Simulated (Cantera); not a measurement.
Feed: 1 mol AlBr3, 28 mol NH3, 2.9 mol H2, held at 850 K and 10.0 Torr.

Cantera equilibrium calculation (NASA polynomials, part measured and part estimated; ideal gas, pure solids and liquids). Candidate condensed phases: Al, AlBr3, AlN, Br2; 19 gas species. The numbers say what is thermodynamically allowed, not how fast it happens.

Base state: H2 0.726, N2 0.226, HBr 0.0468, AlBr3 0.00111 (mole fractions); condensed: AlN(s).

### Question
What changes in the equilibrium state with this change: AlBr3 replaced by AlCl3?

### Answer
```tsv
species	before	after
H2	0.726	0.728
N2	0.226	0.226
HCl	0	0.0436
HBr	0.0468	0
AlCl3	0	0.00218
AlBr3	0.00111	0
AlN(s), mol	0.934	0.870
```
Further candidate phases: AlCl3, NH4Cl.
